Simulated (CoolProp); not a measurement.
A simple Rankine cycle with water: condensing at 302.15 K, boiler at 1.66 MPa, turbine inlet 491.3 K, turbine efficiency 0.85, pump efficiency 0.8, no recuperator. Each further row changes one setting.

The numbers come from the reference Helmholtz-energy equation of state, Wagner 2002 in CoolProp.

```json
[
 {"case": "as stated", "thermal efficiency (%)": "27.5", "net work (kJ/kg)": "746", "heat in (kJ/kg)": "2710", "turbine exit temperature (K)": "302.1", "volume ratio over the turbine": "224"},
 {"case": "turbine inlet 511.3 K", "thermal efficiency (%)": "27.6", "net work (kJ/kg)": "764", "heat in (kJ/kg)": "2760", "turbine exit temperature (K)": "302.1", "volume ratio over the turbine": "216"},
 {"case": "condensing temperature 294.15 K", "thermal efficiency (%)": "28.7", "net work (kJ/kg)": "788", "heat in (kJ/kg)": "2750", "turbine exit temperature (K)": "294.1", "volume ratio over the turbine": "348"},
 {"case": "boiler pressure 1.16 MPa", "thermal efficiency (%)": "26.1", "net work (kJ/kg)": "716", "heat in (kJ/kg)": "2740", "turbine exit temperature (K)": "302.1", "volume ratio over the turbine": "157"},
 {"case": "turbine efficiency 0.75", "thermal efficiency (%)": "24.3", "net work (kJ/kg)": "658", "heat in (kJ/kg)": "2710", "turbine exit temperature (K)": "302.1", "volume ratio over the turbine": "234"}
]
```

The expansion ends wet for: as stated; turbine inlet 511.3 K; condensing temperature 294.15 K; boiler pressure 1.16 MPa; turbine efficiency 0.75.
